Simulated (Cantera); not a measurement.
**Hydrocarbon pyrolysis for carbon deposition**

An isothermal, constant-pressure homogeneous reactor starts with 0.751 % C₂H₆, 97.6 % N₂, 1.65 % H₂O, at 1000 K and 100.0 Torr.

Model: GRI-Mech 3.0 (53 species, 325 reactions), integrated in Cantera.

| t (s) | x C₂H₆ | x CH₄ | x C₂H₂ | x HCN | x CH₂ |
|---|---|---|---|---|---|
| 2.00e-6 | 0.00751 | <1e-12 | <1e-12 | <1e-12 | <1e-12 |
| 1.38e-5 | 0.00751 | <1e-12 | <1e-12 | <1e-12 | <1e-12 |
| 9.46e-5 | 0.00751 | 2.47e-12 | <1e-12 | <1e-12 | <1e-12 |
| 0.000650 | 0.00751 | 1.15e-10 | <1e-12 | <1e-12 | <1e-12 |
| 0.00447 | 0.00751 | 5.02e-9 | <1e-12 | <1e-12 | <1e-12 |
| 0.0308 | 0.00750 | 1.47e-7 | 5.80e-11 | <1e-12 | <1e-12 |
| 0.211 | 0.00736 | 3.74e-6 | 1.30e-7 | <1e-12 | <1e-12 |
| 1.45 | 0.00607 | 4.19e-5 | 1.29e-5 | <1e-12 | <1e-12 |
| 10.0 | 0.00131 | 0.000240 | 0.000423 | <1e-12 | <1e-12 |
x: mole fraction; the columns are a selection and need not sum to one.

Equilibrium at this temperature and pressure: C₂H₆ <1e-12, CH₄ 4.92e-7, C₂H₂ <1e-12, HCN 4.63e-8, CH₂ <1e-12 (gas phase only).
